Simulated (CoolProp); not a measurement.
A closed Brayton cycle with carbon dioxide: compressor inlet 313.15 K and 8.5 MPa, high pressure 19.7 MPa, turbine inlet 855 K, compressor efficiency 0.8, turbine efficiency 0.93, recuperator effectiveness 0.9 (on enthalpy, no pinch check). Each further row changes one setting.

Computed with CoolProp (reference Helmholtz-energy equation of state, Span 1996).

```tsv
case	thermal efficiency (%)	net work (kJ/kg)	compressor to turbine work	compressor exit (K)	turbine exit (K)
as stated	34.0	88.6	0.26	365.7	748.5
turbine inlet 805 K	32.7	80.8	0.28	365.7	…
compressor inlet 323.15 K	33.3	77.9	…	…	748.5
high pressure 16.7 MPa	31.5	73.6	0.25	355.1	…
recuperator effectiveness 0.5	20.1	88.6	0.26	365.7	748.5
```

Problem. Some entries are withheld; supply them.

Solution. 
- turbine inlet 805 K, turbine exit (K): 702.5
- compressor inlet 323.15 K, compressor to turbine work: 0.35
- compressor inlet 323.15 K, compressor exit (K): 391.6
- high pressure 16.7 MPa, turbine exit (K): 769.0
